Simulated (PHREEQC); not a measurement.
Make-up at 25 °C: 0.053 mol/kgw Na2HPO4. Closed to the air; pH follows from the charge balance.

All values are PHREEQC results (ion-association model, wateq4f.dat), not measurements.

No solid was allowed to form.

### Question
Predict the pH.

### Answer
pH 9.26.

### Question
In which forms is Na present?

### Answer
Na+ 97 %, NaHPO4- 3.0 % of the Na.

H3PO4, which wateq4f.dat lacks, is added to it with the constant of phreeqc.dat.
